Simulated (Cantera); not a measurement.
A perfectly stirred reactor is fed with 29.7 % CH₄, 68.2 % CO₂, 2.14 % H₂, at 0.610 bar; it is held at 1850 K, and followed from long to short residence time.

Detailed kinetics in Cantera: GRI-Mech 3.0 (53 species, 325 reactions).

Problem. Predict: x(CH₄) at τ = 4.70 s; x(CO₂) at τ = 4.70 s; x(H₂) at τ = 4.70 s; x(CO) at τ = 4.70 s; x(CH₄) at τ = 55.0 ms; x(CO₂) at τ = 55.0 ms; x(H₂) at τ = 55.0 ms; x(CO) at τ = 55.0 ms.

Solution. 
```json
{
  "x(CH₄) at τ = 4.70 s": "0.00177",
  "x(CO₂) at τ = 4.70 s": "0.0901",
  "x(H₂) at τ = 4.70 s": "0.227",
  "x(CO) at τ = 4.70 s": "0.524",
  "x(CH₄) at τ = 55.0 ms": "0.0211",
  "x(CO₂) at τ = 55.0 ms": "0.184",
  "x(H₂) at τ = 55.0 ms": "0.144",
  "x(CO) at τ = 55.0 ms": "0.400"
}
```
